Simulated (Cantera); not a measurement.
Standard-state values (1 bar) from the NASA 1993 polynomials, evaluated with Cantera. Values are per mole of reaction as written; species without (g) are pure solids or liquids, kept so even where they would boil at 1 bar.

Question: Between 1825 and 2425 K, where is each reaction favourable under standard conditions?
- B2O2(g) + 6 NO(g) → 4 NO2(g) + 2 BN

Answer: 
- B2O2(g) + 6 NO(g) → 4 NO2(g) + 2 BN: ΔG° is 500 kJ at 1825 K and 807 kJ at 2425 K; it stays positive (K < 1). ΔH° is -423 kJ and ΔS° -507 J/K at 2425 K.
